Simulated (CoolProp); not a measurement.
A Linde-Hampson liquefier for carbon monoxide: isothermal reversible compression at 200 K from 1 atm to 20 MPa, throttling to 1 atm, return gas leaving the recuperator 0 K below the feed. Each further row changes one setting.

Model: reference Helmholtz-energy equation of state, Lemmon 2006, in CoolProp. It is a short technical equation, of lower accuracy than the large ones.

```csv
case,liquid yield per pass,compression work (kJ/kg of gas)
as stated,0.258,293
high pressure 40 MPa,(withheld),(withheld)
warm-end temperature 230 K,(withheld),(withheld)
warm-end gap 5 K,(withheld),293
```

Question: Fill in the missing entries.

Answer: 
- high pressure 40 MPa, liquid yield per pass: 0.279
- high pressure 40 MPa, compression work (kJ/kg of gas): 335
- warm-end temperature 230 K, liquid yield per pass: 0.180
- warm-end temperature 230 K, compression work (kJ/kg of gas): 348
- warm-end gap 5 K, liquid yield per pass: 0.246
